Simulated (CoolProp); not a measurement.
A Linde-Hampson liquefier for dry air: isothermal reversible compression at 230 K from 1 atm to 30 MPa, throttling to 1 atm, return gas leaving the recuperator 5 K below the feed. Each further row changes one setting.

Values from CoolProp's reference Helmholtz-energy equation of state, Lemmon 2000. It is a pseudo-pure fit of the blend.

```csv
case,liquid yield per pass,compression work (kJ/kg of gas)
as stated,…,363
high pressure 60 MPa,0.183,420
warm-end temperature 260 K,0.137,…
warm-end gap 10 K,…,363
```

Q: Fill in the missing entries.

A: 
- as stated, liquid yield per pass: 0.192
- warm-end temperature 260 K, compression work (kJ/kg of gas): 419
- warm-end gap 10 K, liquid yield per pass: 0.180
